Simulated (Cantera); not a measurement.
# HMDSO + CO₂ + H₂ (silicon oxide and oxynitride deposition)

A closed system holds: 1 mol HMDSO, a varied amount of CO₂, 21 mol H₂, held at 948 K and 0.930 bar.

These are equilibrium values from Cantera (NASA tables, ideal gas, pure condensed phases), not measurements of a reactor. Candidate condensed phases: C, C₆H₆, C₇H₈, C₈H₁₈, H₂O, Si, SiC, SiO₂; 123 gas species. The feed counts by its element totals alone. Kinetics and transport are ignored.

| n(CO₂) (mol) | log p H₂ | log p CH₄ | log p CO | log p H₂O | log p CO₂ | log p C₂H₆ | n C(graphite) | n SiC(s) | n SiO₂(β-quartz) |
|---|---|---|---|---|---|---|---|---|---|
| 0.41 | -0.09 | -0.94 | -7.78 | -7.88 | <-12 | -5.76 | 2.04 | 1.09 | 0.910 |
| 0.55 | -0.09 | -0.94 | -7.78 | -7.88 | <-12 | -5.76 | 2.32 | 0.950 | 1.05 |
| 0.73 | -0.09 | -0.94 | -7.78 | -7.88 | <-12 | -5.76 | 2.68 | 0.770 | 1.23 |
| 0.98 | -0.09 | -0.94 | -7.78 | -7.88 | <-12 | -5.76 | 3.18 | 0.520 | 1.48 |
| 1.3 | -0.09 | -0.94 | -7.78 | -7.88 | <-12 | -5.76 | 3.82 | 0.200 | 1.80 |
| 1.7 | -0.09 | -0.95 | -2.12 | -2.23 | -3.99 | -5.78 | 4.25 | 0 | 2.00 |
| 2.3 | -0.11 | -0.99 | -1.54 | -1.66 | -2.84 | -5.83 | 4.31 | 0 | 2.00 |
log p: log10 of the partial pressure in bar; n: condensed amount in mol.

From 0.41 mol CO₂ to 1.3 mol CO₂ the condensed part is C(graphite) + SiC(s) + SiO₂(β-quartz). From 1.7 mol CO₂ to 2.3 mol CO₂ the condensed part is C(graphite) + SiO₂(β-quartz).
